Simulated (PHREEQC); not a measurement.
Dissolve 11 mmol/kgw Pb(NO3)2, 18 mmol/kgw NaNO3 and 16 mmol/kgw Na2SO4 at 25 °C. Closed to the air; pH follows from the charge balance.

Equilibrium calculation in PHREEQC: ion-association model, phreeqc.dat.

No solid was allowed to form.

**Question.** Estimate the pH.

**Answer.** pH 5.21.

**Question.** In which forms is S present?

**Answer.** SO4-2 62 %, PbSO4 29 %, NaSO4- 6.2 %, Pb(SO4)2-2 3.1 % of the S.

Saturation is exceeded, for instance for Anglesite; the values hold only as long as no solid forms. Complexes and solids missing from the database can't appear.
